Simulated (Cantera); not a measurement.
Input: 1 mol Si, 0.029 mol H2O, equilibrated at 0.0133 bar.

Cantera equilibrium calculation (NASA polynomials, part measured and part estimated; ideal gas, pure solids and liquids). Candidate condensed phases: H2O, Si, SiO2; 18 gas species. Mutual solubility and eutectic melting of coexisting phases are not modelled. The tables hold silica as quartz up to 1696 K and as liquid above; real silica turns to tridymite and cristobalite and melts near 1996 K. Rates play no part.

Question: Which condensed phases are stable at each of these points (T (°C)): 500, 600, 700, 800, 900, 1000, 1100?

Answer: 
```json
[
 {"T (°C)": "500", "condensed phases": "Si(s) + SiO2(α-quartz)", "Si condensed (%)": "100.0"},
 {"T (°C)": "600", "condensed phases": "Si(s) + SiO2(β-quartz)", "Si condensed (%)": "100.0"},
 {"T (°C)": "700", "condensed phases": "Si(s) + SiO2(β-quartz)", "Si condensed (%)": "100.0"},
 {"T (°C)": "800", "condensed phases": "Si(s) + SiO2(β-quartz)", "Si condensed (%)": "100.0"},
 {"T (°C)": "900", "condensed phases": "Si(s) + SiO2(β-quartz)", "Si condensed (%)": "100.0"},
 {"T (°C)": "1000", "condensed phases": "Si(s) + SiO2(β-quartz)", "Si condensed (%)": "100.0"},
 {"T (°C)": "1100", "condensed phases": "Si(s) + SiO2(β-quartz)", "Si condensed (%)": "100.0"}
]
```

At 500 °C the condensed part is Si(s) + SiO2(α-quartz). From 600 °C to 1100 °C the condensed part is Si(s) + SiO2(β-quartz).
